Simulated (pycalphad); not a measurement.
Source of the numbers: pycalphad with the COST 507 light-alloy database (1999); pressure 1 atm. No gas phase is included, though pure Mg would boil below 1377 °C. The data set is of 1999 and partly superseded. Kinetics are ignored, which matters at the lower temperatures.

How does the equilibrium phase assembly of Al-1.45Mg-0.25Si (at.%) change on cooling from 1377 °C to 77 °C?


| T (°C) | phases above | phases below |
|---|---|---|
| 652.3 | liquid | fcc + liquid |
| 618.4 | fcc + liquid | fcc |
| 547.8 | fcc | fcc + MG2SI |
Changes were sought between steps of 50 K, so a narrower field can be missed.

Database names, with the compositions (at.%) that they take in these runs: MG2SI: Mg 67 Si 33.
